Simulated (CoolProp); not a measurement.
Vapour-liquid equilibrium of isohexane (1) + ethanol (2) at 649 kPa; x and y are mole fractions of (1).

Computed with CoolProp (multi-fluid Helmholtz-energy mixture model, Lemmon 2006 and Schroeder 2014; pair parameters Bell 2016).

```csv
x,bubble temperature (K),y at the bubble point,dew temperature at overall composition x (K),liquid density (mol/L)
0.05,402.4,0.161,406.0,13.85
0.2,394.0,0.403,401.1,…
0.35,391.3,…,395.9,10.22
0.5,390.6,…,391.1,8.928
0.65,…,…,392.4,7.922
0.8,392.8,0.664,397.9,7.125
0.95,400.6,0.866,…,…
```

**Question.** Complete the blanks.

**Answer.** 
- 0.2, liquid density (mol/L): 11.86
- 0.35, y at the bubble point: 0.490
- 0.5, y at the bubble point: 0.534
- 0.65, bubble temperature (K): 390.8
- 0.65, y at the bubble point: 0.581
- 0.95, dew temperature at overall composition x (K): 404.2
- 0.95, liquid density (mol/L): 6.431

y crosses x between x = 0.5 and 0.65: the model has an azeotrope there.

The pair parameters rest on a limited set of measurements; away from them the model extrapolates.
